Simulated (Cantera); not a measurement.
Input: 1 mol TiCl4, a varied amount of CH4, 240 mol H2, held at 825 °C and 84.0 mbar.

These are equilibrium values from Cantera (NASA tables, ideal gas, pure condensed phases), not measurements of a reactor. Candidate condensed phases: C, C6H6, C7H8, C8H18, Ti, TiC, TiCl2, TiCl3, TiCl4; 96 gas species. TiC: taken at fixed stoichiometry. Rates play no part.

**Question.** Which condensed phases are stable at each of these points (n(CH4) (mol)): 0.65, 1.3, 1.9, 2.5, 3.1, 3.7, 4.3, 5, 5.6, 6.2, 6.8, 7.4, 8?

**Answer.** 
```csv
n(CH4) (mol),condensed phases,Ti condensed (%)
0.65,TiC(s),64.9
1.3,TiC(s),99.7
1.9,C(graphite) + TiC(s),99.9
2.5,C(graphite) + TiC(s),99.9
3.1,C(graphite) + TiC(s),99.9
3.7,C(graphite) + TiC(s),99.9
4.3,C(graphite) + TiC(s),99.9
5,C(graphite) + TiC(s),99.9
5.6,C(graphite) + TiC(s),99.9
6.2,C(graphite) + TiC(s),99.9
6.8,C(graphite) + TiC(s),99.9
7.4,C(graphite) + TiC(s),99.9
8,C(graphite) + TiC(s),99.9
```

From 0.65 mol CH4 to 1.3 mol CH4 the condensed part is TiC(s). From 1.9 mol CH4 to 8 mol CH4 the condensed part is C(graphite) + TiC(s).
